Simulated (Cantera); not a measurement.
A perfectly stirred reactor is fed with 11.2 % CH4, 18.7 % O2, 70.1 % N2, equivalence ratio 1.2, at 0.210 bar; it is adiabatic with a 750 K inlet, and is followed from long to short residence time, starting on the burning branch (τ in s: 0.067, 0.03, 0.014, 0.0062, 0.0028, 0.0013, 0.00058, 0.00026, 0.00012, 5.4e-05).

Computed with Cantera and GRI-Mech 3.0 (53 species, 325 reactions).

x: mole fraction; the columns are a selection and need not sum to one.

```csv
τ (s),T (K),x CH4,x O2,x OH,x CH2O,x HCO
0.067,2322,7.08e-6,0.00346,0.00751,9.68e-7,1.87e-7
0.030,2290,1.32e-5,0.00447,0.00839,1.77e-6,3.87e-7
0.014,2252,2.40e-5,0.00567,0.00923,3.12e-6,7.74e-7
0.0062,2208,?,?,0.00995,?,?
0.0028,2167,9.55e-5,0.00852,0.0104,1.16e-5,3.46e-6
0.0013,2134,0.000199,0.0101,0.0104,2.34e-5,7.24e-6
0.00058,2101,0.000462,0.0127,0.00998,5.24e-5,1.62e-5
0.00026,2052,?,?,?,?,?
0.00012,750,0.112,0.187,<1e-12,<1e-12,<1e-12
5.4e-5,750,0.112,0.187,<1e-12,<1e-12,<1e-12
```

Complete the blanks.


- 0.0062, x CH4: 4.71e-5
- 0.0062, x O2: 0.00709
- 0.0062, x CH2O: 5.91e-6
- 0.0062, x HCO: 1.64e-6
- 0.00026, x CH4: 0.00123
- 0.00026, x O2: 0.0186
- 0.00026, x OH: 0.00855
- 0.00026, x CH2O: 0.000131
- 0.00026, x HCO: 3.75e-5
